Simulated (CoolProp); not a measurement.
Nitrous oxide along the isotherm 500 K: fugacity coefficient from the reference equation and from simpler models built on Tc = 309.5 K, pc = 72.45 bar, ω = 0.161; each cubic takes its own stable root.

Computed with CoolProp (reference Helmholtz-energy equation of state, Lemmon 2006). It is a short technical equation, of lower accuracy than the large ones.

| p (bar) | phase | reference |
|---|---|---|
| 12.1 | gas | 0.9898 |
| 24.1 | gas | 0.9798 |
| 36.2 | gas | 0.9700 |
| 48.3 | gas | 0.9604 |
| 60.4 | gas | 0.9510 |
| 72.4 | gas | 0.9419 |
| 84.5 | supercritical | 0.9330 |
| 96.6 | supercritical | 0.9242 |
| 109 | supercritical | 0.9155 |

Q: How far does each simpler model (Redlich-Kwong, Peng-Robinson) lie from the reference over these 9 states: mean and median of the absolute difference, and the worst?

A: 
- Redlich-Kwong: mean 1.1 %, median 1.1 %, worst -1.9 % at 500 K and 109 bar
- Peng-Robinson: mean 0.7 %, median 0.8 %, worst -1.1 % at 500 K and 109 bar
